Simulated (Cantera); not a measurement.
**Equilibrium for silicon etching in halogen gases: Si + NF3**

Charge: 1 mol Si, 4.9 mol NF3, held at 1573 K and 1000 Pa.

These are equilibrium values from Cantera (NASA tables, ideal gas, pure condensed phases), not measurements of a reactor. Candidate condensed phases: Si, Si3N4; 16 gas species. Equilibrium is a limit: real reactors are often held back by kinetics, nucleation or transport.

```yaml
x(F): 0.756
x(N2): 0.173
x(SiF4): 0.0707
x(F2): 0.000412
gas_amount: 14.14 mol
log10 activity of Si(s) (absent): -38.50
```
